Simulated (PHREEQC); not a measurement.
A solution holds 0.022 mol CuSO4, 0.00011 mol HNO3 and 0.22 mol H3BO3 per kg of water, at 3.7 °C. Closed to the air; pH follows from the charge balance.

All values are PHREEQC results (ion-association model, phreeqc.dat), not measurements.

Each row changes one thing in this solution. Precipitation was switched off in this run.

```
case                             pH  ionic strength (mol/kgw)  H2BO3- (mol/kgw)
-----------------------------  ----  ------------------------  ----------------
as made                        4.17                    0.0575           1.53e-6
temperature from 3.7 to 90 °C  4.12                    0.0526           5.67e-6
CuSO4 left out                 3.96                  0.000111           7.70e-7
temperature from 3.7 to 35 °C  4.24                    0.0548           3.25e-6
```

Constants without temperature data keep their 25 °C values here.
